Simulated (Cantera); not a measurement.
A closed system holds: 1 mol CH3SiH3, 0.27 mol C2H4, 4.9 mol H2, at 1250 K and 1.50 mbar.

Cantera equilibrium calculation (NASA polynomials, part measured and part estimated; ideal gas, pure solids and liquids). Candidate condensed phases: C, C6H6, C7H8, C8H18, Si, SiC; 87 gas species. The feed counts by its element totals alone. Equilibrium is a limit: real reactors are often held back by kinetics, nucleation or transport.

Base state: H2 1.000, CH4 1.65e-5, H 1.25e-5 (mole fractions); condensed: C(graphite) + SiC(s).

**Question.** What changes in the equilibrium state with this change: temperature from 1250 K to 2350 K?

**Answer.** 
```
species            before     after
----------------  -------  --------
H2                  1.000     0.648
H                 1.25e-5     0.259
Si                  <1e-9    0.0732
SiC2                <1e-9    0.0120
Si2C                <1e-9   0.00321
SiH                 <1e-9  0.000768
C(graphite), mol    0.540      1.17
SiC(s), mol          1.00         0
```
Gases not in the tables: Si2H6 and higher silanes.
